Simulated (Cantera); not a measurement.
An isothermal, constant-pressure homogeneous reactor starts with 30.3 % H₂, 65.8 % O₂, 3.88 % H₂O, at 1023 K and 2200 Pa.

Model: the H2/O2 subset of GRI-Mech 3.0, which has no nitrogen chemistry, integrated in Cantera. Radical loss at walls, strong at low pressure, is not modelled. The temperature is held fixed by assumption; the heat of reaction is taken as removed at once.

x: mole fraction; the columns are a selection and need not sum to one.

```
t (s)         x H₂   x O₂    x H₂O₂       x O      x OH
--------  --------  -----  --------  --------  --------
0.000700     0.303  0.658  2.17e-11   2.28e-7   9.16e-8
0.00182      0.198  0.612   5.98e-7    0.0156   0.00548
0.00474    0.00846  0.585   1.58e-6    0.0115   0.00419
0.0123    0.000793  0.596   1.40e-6  0.000836  0.000874
0.0321     9.30e-5  0.597   6.75e-7   8.89e-5  0.000277
0.0837     1.24e-5  0.597   2.76e-7   1.47e-5  0.000115
0.218      1.92e-6  0.597   1.11e-7   3.31e-6   5.51e-5
0.567      4.10e-7  0.597   4.52e-8   9.26e-7   2.91e-5
1.48             …  0.597         …         …         …
3.84       3.71e-8  0.597   7.70e-9   1.02e-7   9.60e-6
10.0             …  0.597         …         …         …
```

### Question
Fill in the missing entries.

### Answer

- 1.48, x H₂: 1.15e-7
- 1.48, x H₂O₂: 1.87e-8
- 1.48, x O: 2.96e-7
- 1.48, x OH: 1.64e-5
- 10.0, x H₂: 1.29e-8
- 10.0, x H₂O₂: 3.13e-9
- 10.0, x O: 3.66e-8
- 10.0, x OH: 5.75e-6
